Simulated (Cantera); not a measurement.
Input: 1 mol TiO2, 3 mol H2, equilibrated at 0.340 bar.

Method: chemical equilibrium by Gibbs-energy minimisation in Cantera with the NASA 1993 tables (ideal gas, pure condensed phases). Candidate condensed phases: H2O, Ti, TiO, TiO2, Ti2O3, Ti3O5, Ti4O7; 12 gas species. Mutual solubility and eutectic melting of coexisting phases are not modelled. Condensed phases not in the tables: Magnéli phases beyond Ti4O7. Gases not in the tables: TiO(OH)2. Kinetics and transport are ignored.

x: gas mole fraction; n: condensed amount in mol.

| T (K) | x H2 | x H2O | x H | x OH | x TiO2 | n TiO2(rutile) | n Ti4O7(s) | n Ti4O7(l) |
|---|---|---|---|---|---|---|---|---|
| 1300 | 0.997 | 0.00298 | ? | 7.41e-11 | <1e-12 | 0.964 | 0.00895 | 0 |
| 1375 | 0.994 | 0.00589 | ? | 6.25e-10 | <1e-12 | 0.929 | 0.0177 | 0 |
| 1450 | 0.989 | 0.0109 | ? | 4.24e-9 | <1e-12 | 0.870 | 0.0326 | 0 |
| 1525 | 0.981 | 0.0188 | ? | 2.39e-8 | 6.63e-12 | 0.774 | 0.0565 | 0 |
| 1600 | 0.969 | 0.0310 | ? | 1.15e-7 | 6.46e-11 | 0.628 | 0.0931 | 0 |
| 1675 | 0.951 | 0.0487 | ? | 4.81e-7 | 5.11e-10 | 0.416 | 0.146 | 0 |
| 1750 | 0.926 | 0.0731 | ? | 1.78e-6 | 3.37e-9 | 0.122 | 0.219 | 0 |
| 1825 | 0.916 | 0.0833 | ? | 4.60e-6 | 1.78e-8 | 0 | 0.250 | 0 |
| 1900 | 0.915 | 0.0833 | ? | 9.73e-6 | 7.92e-8 | 0 | 0.250 | 0 |
| 1975 | 0.915 | 0.0832 | ? | 1.95e-5 | 3.00e-7 | 0 | 0 | 0.250 |
| 2050 | 0.913 | 0.0831 | ? | 3.70e-5 | 9.40e-7 | 0 | 0 | 0.250 |
| 2125 | 0.911 | 0.0830 | ? | 6.72e-5 | 2.70e-6 | 0 | 0 | 0.250 |

Problem. Fill in the missing entries.

Solution. 
- 1300, x H: 1.89e-6
- 1375, x H: 5.86e-6
- 1450, x H: 1.61e-5
- 1525, x H: 4.02e-5
- 1600, x H: 9.18e-5
- 1675, x H: 0.000194
- 1750, x H: 0.000384
- 1825, x H: 0.000723
- 1900, x H: 0.00130
- 1975, x H: 0.00224
- 2050, x H: 0.00372
- 2125, x H: 0.00594
